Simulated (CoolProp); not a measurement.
A simple Rankine cycle with CH2F2 (R32): condensing at 300.15 K, boiler at 4.26 MPa, turbine inlet 434 K, turbine efficiency 0.8, pump efficiency 0.7, no recuperator. Each further row changes one setting.

Values from CoolProp's reference Helmholtz-energy equation of state, Tillner-Roth 1997.

| case | thermal efficiency (%) | net work (kJ/kg) | heat in (kJ/kg) | turbine exit temperature (K) | volume ratio over the turbine |
|---|---|---|---|---|---|
| as stated | 8.9 | 35.6 | 399 | 378.7 | 2.18 |
| condensing temperature 292.15 K | 10.7 | 44.3 | 414 | 366.2 | 2.65 |
| boiler pressure 2.98 MPa | [?] | [?] | 412 | [?] | [?] |
| turbine efficiency 0.7 | [?] | 30.7 | 399 | 383.2 | [?] |

**Question.** What belongs in the gaps?

**Answer.** 
- boiler pressure 2.98 MPa, thermal efficiency (%): 5.6
- boiler pressure 2.98 MPa, net work (kJ/kg): 23.1
- boiler pressure 2.98 MPa, turbine exit temperature (K): 402.3
- boiler pressure 2.98 MPa, volume ratio over the turbine: 1.58
- turbine efficiency 0.7, thermal efficiency (%): 7.7
- turbine efficiency 0.7, volume ratio over the turbine: 2.22
